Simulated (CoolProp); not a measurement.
Methane at 293.15 K and 0.257 MPa flows at 0.059 m/s in a round tube of 12.7 mm bore and 1.5 µm roughness, fully developed (64/Re and Nu = 3.66 if laminar; Colebrook and Gnielinski if turbulent). Each further row changes one setting.

Model: reference Helmholtz-energy equation of state, Setzmann 1991, in CoolProp.

```csv
case,Reynolds number,Darcy friction factor,pressure drop (Pa/m),heat-transfer coefficient (W/(m² K)),mass flow (kg/h)
as stated,(withheld),(withheld),0.129,9.67,(withheld)
velocity 0.118 m/s,230,0.278,0.259,9.67,0.0915
diameter 25.4 mm,230,0.278,0.0324,4.83,(withheld)
```

Q: Fill in the missing entries.

A: 
- as stated, Reynolds number: 115
- as stated, Darcy friction factor: 0.556
- as stated, mass flow (kg/h): 0.0457
- diameter 25.4 mm, mass flow (kg/h): 0.183

Viscosity comes from a separate model (Quiñones-Cisneros 2006). Thermal conductivity comes from a separate model (Friend 1989).
